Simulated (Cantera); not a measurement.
What does this Cantera script print?

```python
import numpy as np
import cantera as ct

gas_names = [...]  # 110 gases of nasa_gas.yaml made of C, H, O
cond_names = """
    C(gr) C6H6(L) C7H8(L) C8H18(L),n-octa H2O(s) H2O(L)
""".split()


# ... load() reads the species with a 1 bar reference pressure and builds the phases ...
atoms = {
    'CH4': {'C': 1, 'H': 4},
    'H2O': {'H': 2, 'O': 1},
    'H2': {'H': 2},
}
top_T = {'C(gr)': 4500}  # K; cautious upper limits of use, not melting points


# ... equilibrate(T, P, feed) seeds the gas with the atoms and calls Mixture.equilibrate('TP', solver="vcs", rtol=1e-11, max_steps=5000) ...
results = []
T = 823  # K
P = 13332.2  # Pa
for m in [1.7, 2.5, 3.6, 5.4, 7.9, 12, 17, 26, 38, 56]:
    feed = {'CH4': 1, 'H2O': 0.14, 'H2': m}  # mol
    mix = equilibrate(T, P, feed)
    results.append((T, P, feed, dict(zip(mix.species_names, mix.species_moles))))
    x = sorted(zip(gas.X, gas.species_names), reverse=True)
    print(f"T = {T:g} K  P = {P:g} Pa  n(H2) = {m:g} mol  gas = {mix.phase_moles(0):.4g} mol")
    print("   x: " + "  ".join(f"{s} {v:.3e}" for v, s in x if v > 1e-06))
    print("   condensed (mol): " + ("  ".join(f"{mix.phase(i).name} {mix.phase_moles(i):.4g}"
          for i in range(1, mix.n_phases) if mix.phase_moles(i) > 1e-12) or "none"))
```

Output:

```
T = 823 K  P = 13332.2 Pa  n(H2) = 1.7 mol  gas = 3.562 mol
   x: H2 8.683e-01  CH4 9.377e-02  H2O 2.217e-02  CO 1.446e-02  CO2 1.335e-03
   condensed (mol): C(gr) 0.6097
T = 823 K  P = 13332.2 Pa  n(H2) = 2.5 mol  gas = 4.289 mol
   x: H2 8.734e-01  CH4 9.489e-02  H2O 1.866e-02  CO 1.211e-02  CO2 9.357e-04
   condensed (mol): C(gr) 0.5371
T = 823 K  P = 13332.2 Pa  n(H2) = 3.6 mol  gas = 5.288 mol
   x: H2 8.782e-01  CH4 9.594e-02  H2O 1.533e-02  CO 9.891e-03  CO2 6.246e-04
   condensed (mol): C(gr) 0.4371
T = 823 K  P = 13332.2 Pa  n(H2) = 5.4 mol  gas = 6.924 mol
   x: H2 8.831e-01  CH4 9.701e-02  H2O 1.187e-02  CO 7.613e-03  CO2 3.700e-04
   condensed (mol): C(gr) 0.273
T = 823 K  P = 13332.2 Pa  n(H2) = 7.9 mol  gas = 9.195 mol
   x: H2 8.871e-01  CH4 9.789e-02  H2O 9.032e-03  CO 5.768e-03  CO2 2.124e-04
   condensed (mol): C(gr) 0.04494
T = 823 K  P = 13332.2 Pa  n(H2) = 12 mol  gas = 13.22 mol
   x: H2 9.171e-01  CH4 7.241e-02  H2O 7.290e-03  CO 3.117e-03  CO2 8.961e-05
   condensed (mol): none
T = 823 K  P = 13332.2 Pa  n(H2) = 17 mol  gas = 18.2 mol
   x: H2 9.392e-01  CH4 5.317e-02  H2O 5.890e-03  CO 1.722e-03  CO2 3.906e-05
   condensed (mol): none
T = 823 K  P = 13332.2 Pa  n(H2) = 26 mol  gas = 27.18 mol
   x: H2 9.589e-01  CH4 3.597e-02  H2O 4.321e-03  CO 8.029e-04  CO2 1.309e-05
   condensed (mol): none
T = 823 K  P = 13332.2 Pa  n(H2) = 38 mol  gas = 39.17 mol
   x: H2 9.713e-01  CH4 2.513e-02  H2O 3.169e-03  CO 3.958e-04  CO2 4.670e-06
   condensed (mol): none
T = 823 K  P = 13332.2 Pa  n(H2) = 56 mol  gas = 57.16 mol
   x: H2 9.802e-01  CH4 1.730e-02  H2O 2.257e-03  CO 1.889e-04  CO2 1.573e-06
   condensed (mol): none
```

Cantera equilibrium calculation (NASA polynomials, part measured and part estimated; ideal gas, pure solids and liquids).
